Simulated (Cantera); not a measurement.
What does this Cantera script print?

```python
import numpy as np
import cantera as ct

gas_names = """
    F F2 H HF H2 H2F2 H3F3 H4F4 H5F5 H6F6 H7F7 N NF NF2 NF3 NH NH2 NH3 N2 N2H2 N2H4 Si SiF SiF2 SiF3
    SiF4 SiH SiHF3 SiH2 SiH2F2 SiH3 SiH3F SiH4 SiN Si2 Si2N Si3
""".split()
cond_names = """
    Si(cr) Si(L) Si3N4(a)
""".split()


# ... load() reads the species with a 1 bar reference pressure and builds the phases ...
atoms = {
    'Si': {'Si': 1},
    'HF': {'H': 1, 'F': 1},
    'N2': {'N': 2},
}
top_T = {'Si3N4(a)': 2400}  # K; cautious upper limits of use, not melting points


# ... equilibrate(T, P, feed) seeds the gas with the atoms and calls Mixture.equilibrate('TP', solver="vcs", rtol=1e-11, max_steps=5000) ...
results = []
feed = {'Si': 1, 'HF': 2.5, 'N2': 3.6}  # mol
T = 1150  # K
P = 11000  # Pa
mix = equilibrate(T, P, feed)
results.append((T, P, feed, dict(zip(mix.species_names, mix.species_moles))))
print(gas.report(threshold=0.0001))
for i in range(1, mix.n_phases):
    print(f"{mix.phase(i).name:16s} {mix.phase_moles(i):12.5e} mol")
```

It prints:

```
       temperature   1150 K
          pressure   11000 Pa
           density   0.035527 kg/m^3
  mean mol. weight   30.881 kg/kmol
   phase of matter   gas

                          1 kg             1 kmol
                     ---------------   ---------------
          enthalpy       -5.1918e+06       -1.6033e+08  J
   internal energy       -5.5014e+06       -1.6989e+08  J
           entropy            8563.3        2.6445e+05  J/K
    Gibbs function        -1.504e+07       -4.6445e+08  J
 heat capacity c_p            1332.9             41161  J/K
 heat capacity c_v            1063.6             32846  J/K

                      mass frac. Y      mole frac. X     chem. pot. / RT
                     ---------------   ---------------   ---------------
                HF         0.0007952         0.0012274            -60.46
                H2          0.015562           0.23838           -21.505
                N2           0.58145           0.64096           -27.887
              SiF3        0.00027858        0.00010112           -163.98
              SiF4           0.40074           0.11891           -213.68
             SiHF3         0.0011724        0.00042057           -174.73
     [  +31 minor]        3.2528e-06        3.4608e-06

Si(cr)            0.00000e+00 mol
Si3N4(a)          1.25307e-01 mol
```

Method: chemical equilibrium by Gibbs-energy minimisation in Cantera with the NASA 1993 tables (ideal gas, pure condensed phases). N2 is the only nitrogen source here; it is nearly inert below about 1500 K, so the nitride shown seldom forms there in practice. The tables' values for SiF3 are old estimates; treat these amounts as uncertain.
